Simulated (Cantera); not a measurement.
Input (Python, Cantera) and output of one run.

```python
import numpy as np
import cantera as ct

gas_names = """
    B BH BH2 BH3 BN BO BO2 B2 B2O B2O2 B2O3 B3O3H3 H HBO HBO2 HNO HNO2 HNO3 HO2 H2 H2O H2O2 H3B3O6 N NH
    NH2 NH3 NH2OH NO NO2 NO3 N2 N2H2 N2H4 N2O O OH O2 O3
""".split()
cond_names = """
    B(b) B(L) BN(s) B2O3(L) B3O3H3(cr) H2O(s) H2O(L)
""".split()


def load(file, names, dense=False):
    # The tables refer to 1 bar. Condensed volumes are neglected.
    table = {s.name: s for s in ct.Species.list_from_file(file)}
    out = []
    for n in names:
        d = dict(table[n].input_data)
        d["thermo"] = dict(d["thermo"], **{"reference-pressure": 1e5})
        if dense:
            d["equation-of-state"] = {"model": "constant-volume", "density": "1e6 g/cm^3"}
        out.append(ct.Species.from_dict(d))
    return out


gas = ct.Solution(thermo="ideal-gas", species=load("nasa_gas.yaml", gas_names))
cond = {s.name: ct.Solution(thermo="fixed-stoichiometry", species=[s], name=s.name)
        for s in load("nasa_condensed.yaml", cond_names, dense=True)}
atoms = {
    'BN': {'B': 1, 'N': 1},
    'O2': {'O': 2},
    'H2': {'H': 2},
}
top_T = {'BN(s)': 3200}  # K; cautious upper limits of use, not melting points


def equilibrate(T, P, feed):
    n = {}
    for name, mol in feed.items():
        for a, k in atoms[name].items():
            n[a] = n.get(a, 0.0) + k * mol
    gas.TPX = T, P, n
    mass = sum(n.values()) * gas.mean_molecular_weight
    gas.equilibrate("TP")
    valid = [c for c in cond.values() if c.min_temp <= T <= top_T.get(c.name, c.max_temp)]
    mix = ct.Mixture([(gas, mass / gas.mean_molecular_weight)] + [(c, 0.0) for c in valid])
    mix.T, mix.P = T, P
    mix.equilibrate("TP", solver="vcs", rtol=1e-11, max_steps=5000)
    return mix


results = []
feed = {'BN': 1, 'O2': 0.5, 'H2': 0.52}  # mol
P = 58000  # Pa
for T in [800, 900, 1000, 1100, 1200, 1300, 1400, 1500, 1600, 1700]:
    mix = equilibrate(T, P, feed)
    results.append((T, P, feed, dict(zip(mix.species_names, mix.species_moles))))

top = {s: max(r[3][s] / sum(r[3][g] for g in gas_names) for r in results) for s in gas_names}
cols = sorted((s for s in top if top[s] > 1e-06), key=lambda s: -top[s])[:8]
seen = [c for c in cond_names if any(r[3].get(c, 0) > 1e-12 for r in results)]
print("log10 of partial pressures in bar; condensed amounts in mol")
print(f"{'T/K':>10s}" + "".join(f"{s[:9]:>10s}" for s in cols + seen))
for T, P, feed, n in results:
    ng = sum(n[g] for g in gas_names)
    print(f"{T:10.4g}" + "".join(f"{np.log10(max(n[s] / ng * P / 1e5, 1e-99)):10.3f}" for s in cols)
          + "".join(f"{n.get(c, 0):10.4g}" for c in seen))
```

Output:

```
log10 of partial pressures in bar; condensed amounts in mol
       T/K        H2        N2      HBO2       H2O       HBO      B2O3       NH3         H     BN(s)   B2O3(L)
       800    -0.454    -0.646    -8.216    -2.664   -12.843   -16.722    -3.528   -11.765    0.3355    0.3322
       900    -0.454    -0.646    -6.933    -2.669   -10.698   -13.795    -3.920   -10.159    0.3354    0.3323
      1000    -0.454    -0.646    -5.923    -2.682    -8.991   -11.475    -4.238    -8.871    0.3354    0.3323
      1100    -0.454    -0.646    -5.108    -2.700    -7.602    -9.592    -4.501    -7.814    0.3353    0.3323
      1200    -0.454    -0.646    -4.439    -2.719    -6.451    -8.036    -4.722    -6.932    0.3352    0.3324
      1300    -0.454    -0.646    -3.881    -2.739    -5.482    -6.730    -4.910    -6.183    0.3352    0.3323
      1400    -0.454    -0.646    -3.409    -2.759    -4.656    -5.619    -5.071    -5.540    0.3352    0.3321
      1500    -0.454    -0.646    -3.004    -2.778    -3.943    -4.664    -5.213    -4.982    0.3354    0.3315
      1600    -0.456    -0.647    -2.656    -2.799    -3.323    -3.834    -5.338    -4.493    0.3357    0.3299
      1700    -0.460    -0.649    -2.353    -2.821    -2.780    -3.107    -5.453    -4.061    0.3361    0.3262
```

Method: chemical equilibrium by Gibbs-energy minimisation in Cantera with the NASA 1993 tables (ideal gas, pure condensed phases). Mutual solubility and eutectic melting of coexisting phases are not modelled. Gases not in the tables: H3BO3.
